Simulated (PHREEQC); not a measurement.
PHREEQC input (Pitzer model, pitzer.dat):

```
SOLUTION 1
  temp 15
  units mol/kgw
  pH 7 charge
  Cl 0.105
  Na 0.1005
  Br 0.6455
  S(6) 0.0067
  Ca 0.0067
  Mg 0.32
  K 0.01
END
USE solution 1
INCREMENTAL_REACTIONS false
REACTION 1
  H2O -1
  0 9.886 18.011 24.689 30.178 34.689 38.397 41.444
  43.949 46.007 moles
EQUILIBRIUM_PHASES 1
  Arcanite 0 0
  Bischofite 0 0
  Bloedite 0 0
  Brucite 0 0
  Carnallite 0 0
  Epsomite 0 0
  Glaserite 0 0
  Glauberite 0 0
  Gypsum 0 0
  Anhydrite 0 0
  Halite 0 0
  Hexahydrite 0 0
  Kainite 0 0
  Kieserite 0 0
  Leonite 0 0
  Mirabilite 0 0
  Misenite 0 0
  Polyhalite 0 0
  Portlandite 0 0
  Schoenite 0 0
  Sylvite 0 0
  Syngenite 0 0
  Thenardite 0 0
  MgCl2_4H2O 0 0
SELECTED_OUTPUT 1
  -reset false
  -pH true
  -pe true
  -ionic_strength true
  -water true
  -activities H2O
  -totals Br Ca Cl K Mg Na S
  -molalities H+ Na+ K+ Mg+2 Ca+2 Cl- SO4-2 Br- OH- HSO4-
    MgOH+
  -equilibrium_phases Arcanite Bischofite Bloedite Brucite Carnallite Epsomite Glaserite Glauberite Gypsum Anhydrite
    Halite Hexahydrite Kainite Kieserite Leonite Mirabilite Misenite Polyhalite Portlandite Schoenite
    Sylvite Syngenite Thenardite MgCl2_4H2O
PRINT
  -reset false
END
```

Selected output (columns that matter, 10 of 10 rows; water left (kg) added in front):

```
water left (kg)	pH	mu	Br	Ca	Cl	K	Mg	Na	S	m_H+	m_Na+	m_K+	m_Mg+2	la_H2O
1	6.4685	1.0973	0.6455	0.0067	0.105	0.01	0.32	0.1005	0.0067	3.463e-07	0.1005	0.01	0.32	-0.0088785
0.821894	6.3955	1.3351	0.78538	0.0081519	0.12775	0.012167	0.38934	0.12228	0.0081519	3.7989e-07	0.12228	0.012167	0.38934	-0.011089
0.675514	6.3111	1.6244	0.95557	0.0099184	0.15544	0.014804	0.47371	0.14878	0.0099184	4.1865e-07	0.14878	0.014804	0.47371	-0.013941
0.555203	6.2126	1.9764	1.1626	0.012068	0.18912	0.018011	0.57637	0.18101	0.012068	4.6395e-07	0.18101	0.018011	0.57637	-0.01767
0.456313	6.0962	2.4047	1.4146	0.014683	0.23011	0.021915	0.70127	0.22024	0.014683	5.1768e-07	0.22024	0.021915	0.70127	-0.02261
0.375043	5.9575	2.9258	1.7211	0.017865	0.27997	0.026664	0.85324	0.26797	0.017865	5.8246e-07	0.26797	0.026664	0.85323	-0.029252
0.30824	5.7906	3.5599	2.0941	0.021736	0.34064	0.032442	1.0382	0.32605	0.021736	6.6192e-07	0.32605	0.032442	1.0382	-0.038318
0.253345	5.5885	4.3312	2.5479	0.026446	0.41445	0.039472	1.2631	0.39669	0.026446	7.6087e-07	0.39669	0.039472	1.2631	-0.050869
0.208215	5.3427	5.27	3.1002	0.032178	0.50429	0.048027	1.5369	0.48267	0.032178	8.8564e-07	0.48267	0.048027	1.5369	-0.068489
0.171138	5.0431	6.4118	3.7718	0.03915	0.61354	0.058432	1.8698	0.58725	0.03915	1.0434e-06	0.58725	0.058432	1.8698	-0.093509
```
